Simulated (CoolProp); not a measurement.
Vapour-liquid equilibrium of propane (1) + R113 (2) at 0.156 MPa; x and y are mole fractions of (1).

Values from CoolProp's multi-fluid Helmholtz-energy mixture model, Lemmon 2009 and Marx 1992; pair parameters Bell 2016.

```csv
x,bubble temperature (K),y at the bubble point,dew temperature at overall composition x (K),liquid density (mol/L)
0.05,315.4,0.470,332.7,8.234
0.15,289.3,0.819,329.2,8.839
0.25,274.4,0.916,325.4,9.329
0.35,265.2,0.952,321.1,9.771
0.45,259.0,0.970,316.4,10.20
0.55,254.5,0.980,310.9,10.63
0.65,250.9,0.986,304.5,11.08
0.75,247.9,0.991,296.4,11.56
0.85,245.2,0.995,285.3,12.06
0.95,242.6,0.998,265.9,12.61
```

No azeotrope shows between x = 0.05 and 0.95.

The pair parameters rest on a limited set of measurements; away from them the model extrapolates.
